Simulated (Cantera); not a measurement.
A closed system holds: 1 mol Si, 3 mol SF₆, 0.12 mol N₂, 3.5 mol NF₃, at 0.150 bar.

Cantera equilibrium calculation (NASA polynomials, part measured and part estimated; ideal gas, pure solids and liquids). Candidate condensed phases: S, Si, Si₃N₄; 29 gas species. Kinetics and transport are ignored.

x: gas mole fraction; nothing condenses.

```
T (K)  x SF₆   x F₂      x F   x N₂  x SiF₄     x NF₃
-----  -----  -----  -------  -----  ------  --------
800    0.367  0.211  0.00986  0.168   0.122     0.121
825    0.355      ?        ?  0.178   0.118         ?
850    0.345  0.273        ?  0.185   0.115         ?
875    0.336  0.290   0.0332  0.190   0.112    0.0386
900    0.329  0.297   0.0460  0.193   0.110    0.0246
925    0.324  0.297   0.0619  0.194   0.108    0.0154
950    0.319  0.290   0.0811  0.194   0.106   0.00955
975    0.314  0.279    0.104  0.193   0.105   0.00590
1000   0.309  0.264    0.130  0.191   0.103   0.00362
1025   0.303  0.245    0.160  0.188   0.101   0.00221
1050   0.298  0.224    0.192  0.185  0.0992   0.00134
1075   0.292  0.201    0.227  0.182  0.0973  0.000799
1100   0.286  0.177    0.263  0.178  0.0953  0.000472
```

Complete the blanks.


- 850, x F: 0.0231
- 850, x NF₃: 0.0590
- 825, x F₂: 0.247
- 825, x F: 0.0155
- 825, x NF₃: 0.0867
